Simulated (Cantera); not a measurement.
Cantera run, input and output.

```python
import numpy as np
import cantera as ct

gas = ct.Solution("gri30.yaml")
gas.TPX = 373, 230000, {'CH4': 1, 'C2H6': 1.5, 'O2': 7.4, 'N2': 27.8, 'H2O': 0.049}
flame = ct.FreeFlame(gas, width=0.022)
flame.set_refine_criteria(ratio=3, slope=0.08, curve=0.16)
flame.transport_model = "mixture-averaged"
flame.solve(loglevel=0, auto=True)
z, T = flame.grid, flame.T
thick = (T[-1] - T[0]) / np.gradient(T, z).max()
show = ['CH4', 'C2H6', 'O2', 'H2', 'HO2', 'CH2CO']
print(f"laminar burning velocity  {flame.velocity[0] * 100:.3f} cm/s")
print(f"burnt temperature         {T[-1]:.1f} K")
print(f"thermal thickness         {thick * 1e3:.4f} mm")
print(f"grid points               {len(z)}")
z0 = z[flame.heat_release_rate.argmax()]
print(f"{'z/mm':>9s}{'T/K':>9s}{'u/(m/s)':>9s}" + "".join(f"{s:>11s}" for s in show))
rows = []
for k in (-3, -2, -1.5, -1, -0.5, -0.25, 0, 0.25, 0.5, 1, 2, 4, 8):
    zz = z0 + k * thick
    rows.append([k * thick, np.interp(zz, z, T), np.interp(zz, z, flame.velocity),
                 *(np.interp(zz, z, flame.X[gas.species_index(s)]) for s in show)])
    print(f"{rows[-1][0] * 1e3:9.3f}{rows[-1][1]:9.1f}{rows[-1][2]:9.3f}" + "".join(f"{x:11.3e}" for x in rows[-1][3:]))
```

Output:

```
laminar burning velocity  46.597 cm/s
burnt temperature         2302.3 K
thermal thickness         0.1923 mm
grid points               144
     z/mm      T/K  u/(m/s)        CH4       C2H6         O2         H2        HO2      CH2CO
   -0.577    373.3    0.467  2.646e-02  3.971e-02  1.959e-01  7.848e-04  1.004e-07  7.880e-09
   -0.385    375.6    0.470  2.638e-02  3.964e-02  1.954e-01  2.156e-03  8.505e-07  9.861e-08
   -0.289    384.1    0.482  2.620e-02  3.952e-02  1.945e-01  3.860e-03  3.969e-06  6.619e-07
   -0.192    446.7    0.564  2.515e-02  3.865e-02  1.891e-01  7.348e-03  3.541e-05  9.623e-06
   -0.096    873.7    1.126  1.897e-02  2.796e-02  1.512e-01  1.297e-02  3.630e-04  1.926e-04
   -0.048   1318.3    1.726  1.222e-02  1.205e-02  1.076e-01  1.570e-02  3.393e-04  5.731e-04
    0.000   1736.0    2.298  3.710e-03  6.340e-04  5.946e-02  1.554e-02  1.401e-04  5.762e-04
    0.048   1907.0    2.518  2.580e-04  8.598e-07  3.362e-02  1.150e-02  2.408e-05  6.602e-05
    0.096   1969.9    2.587  8.536e-06  3.388e-10  2.504e-02  9.678e-03  1.292e-05  2.320e-06
    0.192   2045.3    2.669  1.528e-08  2.561e-15  1.978e-02  8.833e-03  8.608e-06  4.027e-09
    0.385   2128.1    2.763  3.382e-13  1.240e-21  1.603e-02  7.395e-03  5.294e-06  1.037e-13
    0.769   2201.6    2.847  1.662e-16  5.531e-28  1.279e-02  5.559e-03  3.053e-06  2.133e-18
    1.539   2255.1    2.905  7.007e-17  2.279e-28  1.020e-02  4.054e-03  1.846e-06  6.017e-19
```

Detailed kinetics in Cantera: GRI-Mech 3.0 (53 species, 325 reactions). Burning velocities carry a grid error of a few per cent, more on coarse grids.
